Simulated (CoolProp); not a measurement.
Saturation properties of hydrogen chloride.

Model: reference Helmholtz-energy equation of state, Thol 2018, in CoolProp.

```csv
T (K),p (kPa),liquid density (kg/m³),vapour density (kg/m³)
178.3,55.90,1209,1.402
187.4,96.96,1187,2.336
196.4,158.2,1164,3.679
205.5,247.4,1141,5.581
214.5,369.8,1117,8.133
223.6,536.1,1092,11.55
232.6,750.9,1066,15.94
241.7,1028,1038,21.62
250.7,1371,1009,28.75
259.8,1797,978.0,37.84
268.8,2307,944.8,49.19
277.9,2925,908.3,63.77
```

It boils at 188.2 K under 1 atm.
